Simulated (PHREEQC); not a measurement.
Copper plating or etch bath (model solution)

Dissolve 0.079 mol CuCl2, 0.26 mol H2SO4 and 0.00087 mol FeCl3 per kg of water at 25 °C. Closed to the air; pH follows from the charge balance.

Equilibrium calculation in PHREEQC: ion-association model, phreeqc.dat.

Each row changes one thing in this solution. Precipitation was switched off in this run.

```csv
case,pH,ionic strength (mol/kgw),Cl- (mol/kgw),FeCl+2 (mol/kgw),Fe+3 (mol/kgw),FeCl2+ (mol/kgw),SI of Goethite (FeOOH),SI of Hematite (Fe2O3)
as made,0.63,0.520,0.154,4.00e-5,3.20e-5,5.58e-6,-2.69,-3.36
temperature from 25 to 40 °C,0.64,0.502,0.149,5.70e-5,3.08e-5,4.77e-6,-2.16,-2.24
diluted 10-fold with water,1.50,0.0638,___,1.08e-6,5.58e-6,___,-0.41,+1.19
CuCl2 from 0.079 to 0.118 mol/kgw,0.62,0.615,0.226,6.14e-5,3.44e-5,1.18e-5,-2.70,-3.39
CuCl2 left out,0.64,0.324,0.00261,5.78e-7,___,1.63e-9,-2.64,-3.28
temperature from 25 to 20 °C,0.62,0.525,0.156,3.52e-5,3.26e-5,5.86e-6,-2.87,-3.75
FeCl3 from 0.00087 to 0.0013 mol/kgw,0.63,0.521,0.156,6.03e-5,4.79e-5,8.47e-6,-2.51,-3.01
temperature from 25 to 15 °C,0.61,0.531,___,3.09e-5,3.33e-5,6.16e-6,-3.06,-4.15
H2SO4 left out,3.23,0.222,0.151,0.000124,8.82e-5,2.31e-5,+5.74,+13.48
```

Task: Some entries are withheld; supply them.

Result: 
- diluted 10-fold with water, Cl- (mol/kgw): 0.0159
- diluted 10-fold with water, FeCl2+ (mol/kgw): 3.26e-8
- CuCl2 left out, Fe+3 (mol/kgw): 2.55e-5
- temperature from 25 to 15 °C, Cl- (mol/kgw): 0.157

Some of these states are supersaturated (in Hematite (slow to form), Goethite (slow to form), for instance). Away from 25 °C the constants follow the database's enthalpies or fits; those with neither stay at their 25 °C values.
